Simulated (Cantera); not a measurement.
# Low-pressure radical oxidation in H2/O2

An isothermal, constant-pressure homogeneous reactor starts with H₂ : O₂ : H₂O = 0.042 : 1 : 0.0098 (molar parts), equivalence ratio 0.021, at 1025 K and 4.05 Torr.

Detailed kinetics in Cantera: GRI-Mech 3.0 (53 species, 325 reactions). Radical loss at walls, strong at low pressure, is not modelled. The temperature is held fixed by assumption; the heat of reaction is taken as removed at once.

| t (s) | x H₂ | x O₂ | x H | x OH | x H₂O₂ |
|---|---|---|---|---|---|
| 2.00e-5 | 0.0399 | 0.951 | 5.62e-12 | <1e-12 | <1e-12 |
| 8.66e-5 | 0.0399 | 0.951 | 2.20e-11 | 3.26e-12 | <1e-12 |
| 0.000375 | 0.0399 | 0.951 | 7.75e-11 | 3.96e-11 | <1e-12 |
| 0.00162 | 0.0399 | 0.951 | 5.38e-10 | 4.97e-10 | <1e-12 |
| 0.00702 | 0.0399 | 0.951 | 3.68e-7 | 3.68e-7 | 2.58e-12 |
| 0.0304 | 0.000848 | 0.925 | 0.00774 | 0.00171 | 3.76e-8 |
| 0.132 | 0.000316 | 0.939 | 0.00217 | 0.00105 | 3.54e-8 |
| 0.570 | 4.08e-5 | 0.948 | 9.90e-5 | 0.000374 | 3.35e-8 |
| 2.47 | 2.54e-6 | 0.950 | 1.62e-6 | 9.49e-5 | 1.70e-8 |
| 10.7 | 2.01e-7 | 0.950 | 3.85e-8 | 2.74e-5 | 5.15e-9 |
| 46.2 | 2.49e-8 | 0.950 | 1.76e-9 | 9.78e-6 | 1.32e-9 |
| 200 | 4.19e-9 | 0.950 | 1.24e-10 | 4.04e-6 | 3.21e-10 |
x: mole fraction; the columns are a selection and need not sum to one.

Equilibrium at this temperature and pressure: H₂ 1.28e-10, O₂ 0.950, H <1e-12, OH 7.08e-7, H₂O₂ 1.39e-11 (gas phase only).
